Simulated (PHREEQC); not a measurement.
Make-up at 84 °C: 0.0087 mol NiCl2, 0.22 mol H3BO3 and 0.084 mol HCl per kg of water. Closed to the air; pH follows from the charge balance.

Equilibrium calculation in PHREEQC: ion-association model, wateq4f.dat.

### Question
The ionic strength comes out as 0.108 mol/kgw. What activity coefficients do Cl-, NiCl+, Ni+2, H+ get?

### Answer
Cl- 0.73, NiCl+ 0.75, Ni+2 0.32, H+ 0.80.

Precipitation was switched off in this run. Constants without temperature data keep their 25 °C values here.
